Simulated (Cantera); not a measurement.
Input: 1 mol SiH4, 0.29 mol C2H2, 19 mol H2, 0.85 mol HCl, held at 13300 Pa.

These are equilibrium values from Cantera (NASA tables, ideal gas, pure condensed phases), not measurements of a reactor. Candidate condensed phases: C, C6H6, C7H8, C8H18, Si, SiC; 109 gas species. Mutual solubility and eutectic melting of coexisting phases are not modelled. Gases not in the tables: Si2H6 and higher silanes. The numbers say what is thermodynamically allowed, not how fast it happens.

**Question.** Which condensed phases are stable at each of these points (T (K)): 1875, 1925, 1975, 2025, 2075, 2125, 2175, 2225, 2275, 2325, 2375, 2425?

**Answer.** 
```csv
T (K),condensed phases,Si condensed (%)
1875,Si(l) + SiC(s),92.9
1925,Si(l) + SiC(s),92.9
1975,Si(l) + SiC(s),92.8
2025,Si(l) + SiC(s),92.3
2075,Si(l) + SiC(s),91.5
2125,Si(l) + SiC(s),89.9
2175,Si(l) + SiC(s),87.2
2225,Si(l) + SiC(s),83.0
2275,Si(l) + SiC(s),76.3
2325,Si(l) + SiC(s),66.0
2375,SiC(s),53.8
2425,SiC(s),50.4
```

From 1875 K to 2325 K the condensed part is Si(l) + SiC(s). From 2375 K to 2425 K the condensed part is SiC(s).
